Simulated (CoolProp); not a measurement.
Properties of R245ca along the isotherm 450 K.

Model: reference Helmholtz-energy equation of state, Zhou 2016, in CoolProp.

```
p (kPa)          phase  cp (kJ/(kg K))  cv (kJ/(kg K))
-------  -------------  --------------  --------------
18.7               gas           1.165           1.102
30.2               gas           1.165           1.102
48.8               gas           1.166           1.103
78.8               gas             ___           1.103
127                gas           1.170           1.104
206                gas           1.173           1.105
332                gas           1.180             ___
537                gas           1.191           1.112
868                gas           1.212           1.119
1400               gas           1.256           1.132
2260               gas           1.376             ___
3660               gas           2.448           1.243
5910     supercritical           2.044           1.212
```

**Question.** Some entries are withheld; supply them.

**Answer.** 
- 78.8, cp (kJ/(kg K)): 1.167
- 332, cv (kJ/(kg K)): 1.108
- 2260, cv (kJ/(kg K)): 1.159
